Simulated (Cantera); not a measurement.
Charge: 1 mol Ni, 0.14 mol H2S, 17 mol H2, at 1675 °C.

Method: chemical equilibrium by Gibbs-energy minimisation in Cantera with the NASA 1993 tables (ideal gas, pure condensed phases). Candidate condensed phases: Ni, NiS, NiS2, Ni3S2, Ni3S4, S; 9 gas species. Kinetics and transport are ignored.

What share of the Ni ends up in condensed phases as a function of P (Pa), at 10, 82, 670, 5500, 45000, 370000, 3000000?


```csv
P (Pa),Ni condensed (%),as
10,0.0,-
82,0.0,-
670,72.6,Ni(l)
5500,96.5,Ni(l)
45000,99.6,Ni(l)
370000,99.9,Ni(l)
3000000,100.0,Ni(l)
```
